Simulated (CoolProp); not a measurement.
Properties of octamethylcyclotetrasiloxane (D4) along the isotherm 620 K (Tc = 586.5 K, pc = 1.347 MPa, ω = 0.598).

Values from CoolProp's reference Helmholtz-energy equation of state, Thol 2015.

| p (MPa) | phase | density (kg/m³) | cp (kJ/(kg K)) | isothermal compressibility (1/MPa) | expansivity (1/kK) | fugacity coefficient |
|---|---|---|---|---|---|---|
| 0.898 | gas | 65.90 | 2.134 | 1.468 | 3.924 | ___ |
| 1.8 | supercritical | ___ | ___ | 1.425 | 19.36 | 0.6442 |
| 2.69 | supercritical | 432.4 | 2.625 | 0.2497 | ___ | 0.5024 |
| 3.59 | supercritical | 494.5 | 2.432 | 0.09408 | 5.229 | 0.4206 |
| 4.49 | supercritical | 527.7 | 2.365 | 0.05648 | 3.819 | 0.3721 |
| 5.39 | supercritical | 550.7 | 2.330 | 0.04016 | 3.114 | 0.3411 |
| 6.29 | supercritical | 568.4 | 2.308 | ___ | 2.682 | 0.3207 |
| 7.19 | supercritical | 583.0 | 2.293 | 0.02540 | 2.386 | 0.3069 |
| 8.08 | supercritical | 595.2 | 2.281 | 0.02150 | 2.170 | ___ |
| 8.98 | supercritical | 606.0 | 2.272 | 0.01860 | ___ | 0.2922 |
| 9.88 | supercritical | 615.6 | 2.265 | 0.01640 | 1.866 | 0.2891 |
| 10.8 | supercritical | 624.4 | 2.259 | 0.01463 | 1.753 | 0.2880 |
| 11.7 | supercritical | 632.3 | 2.254 | 0.01324 | 1.660 | 0.2887 |
| 12.6 | supercritical | 639.5 | 2.250 | 0.01209 | 1.580 | 0.2908 |
| 13.5 | supercritical | 646.2 | 2.247 | 0.01113 | 1.512 | 0.2942 |

**Question.** What belongs in the gaps?

**Answer.** 
- 0.898, fugacity coefficient: 0.8174
- 1.8, density (kg/m³): 219.3
- 1.8, cp (kJ/(kg K)): 2.827
- 2.69, expansivity (1/kK): 9.757
- 6.29, isothermal compressibility (1/MPa): 0.03113
- 8.08, fugacity coefficient: 0.2979
- 8.98, expansivity (1/kK): 2.001
